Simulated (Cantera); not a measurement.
Mixture: CH₄ : O₂ : N₂ : CO₂ = 1 : 2.13 : 11.3 : 1.7 (molar parts), equivalence ratio 0.94, at 1100000 Pa, adiabatic and at constant volume. Ignition delay is the time to a rise of 400 K.

Computed with Cantera and GRI-Mech 3.0 (53 species, 325 reactions).

Task: Predict: delay at 1225 K; delay at 1325 K; delay at 1425 K; delay at 1525 K; delay at 1625 K; delay at 1725 K; apparent activation energy between 1525 and 1725 K.

Result: 
```
Property                                                Result
--------------------------------------------------  ----------
delay at 1225 K                                        4.62 ms
delay at 1325 K                                        1.52 ms
delay at 1425 K                                       0.543 ms
delay at 1525 K                                       0.207 ms
delay at 1625 K                                        83.6 µs
delay at 1725 K                                        36.4 µs
apparent activation energy between 1525 and 1725 K  190 kJ/mol
```
